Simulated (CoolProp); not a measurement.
Vapour-liquid equilibrium of n-pentane (1) + acetone (2) at 308.9 K; x and y are mole fractions of (1).

Model: multi-fluid Helmholtz-energy mixture model, Thol 2019 and Lemmon 2006; pair parameters Bell 2016, in CoolProp.

| x | bubble pressure (bar) | y at the bubble point | dew pressure at overall composition x (bar) | liquid density (mol/L) |
|---|---|---|---|---|
| 0.05 | 0.6589 | 0.299 | 0.5025 | 12.92 |
| 0.15 | 0.8859 | 0.514 | 0.5559 | 12.22 |
| 0.25 | 1.004 | 0.595 | 0.6212 | 11.59 |
| 0.35 | 1.065 | 0.637 | 0.7026 | 11.01 |
| 0.45 | 1.098 | 0.663 | 0.8058 | 10.49 |
| 0.55 | 1.117 | 0.683 | 0.9364 | 10.02 |
| 0.65 | 1.129 | 0.706 | 1.083 | 9.603 |
| 0.75 | 1.132 | 0.739 | 1.131 | 9.228 |
| 0.85 | 1.118 | 0.795 | 1.092 | 8.893 |
| 0.95 | 1.062 | 0.904 | 1.033 | 8.595 |

y crosses x between x = 0.65 and 0.75: the model has an azeotrope there.

The pair parameters rest on a limited set of measurements; away from them the model extrapolates. With so large a gap from Raoult's law the liquid may split in two, which this calculation doesn't test in full.
